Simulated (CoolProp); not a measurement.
A closed Brayton cycle with carbon dioxide: compressor inlet 321.15 K and 8.8 MPa, high pressure 19.6 MPa, turbine inlet 980 K, compressor efficiency 0.8, turbine efficiency 0.9, recuperator effectiveness 0.9 (on enthalpy, no pinch check). Each further row changes one setting.

Model: reference Helmholtz-energy equation of state, Span 1996, in CoolProp.

```tsv
case	thermal efficiency (%)	net work (kJ/kg)	compressor to turbine work	compressor exit (K)	turbine exit (K)
as stated	34.8	91.9	0.29	381.9	872.2
turbine inlet 930 K	33.8	84.9	[?]	381.9	826.0
compressor inlet 331.15 K	34.2	84.9	[?]	400.2	872.2
high pressure 16.7 MPa	32.3	[?]	0.27	369.5	893.2
recuperator effectiveness 0.5	18.6	91.9	0.29	381.9	872.2
```

What belongs in the gaps?


- turbine inlet 930 K, compressor to turbine work: 0.30
- compressor inlet 331.15 K, compressor to turbine work: 0.34
- high pressure 16.7 MPa, net work (kJ/kg): 75.7
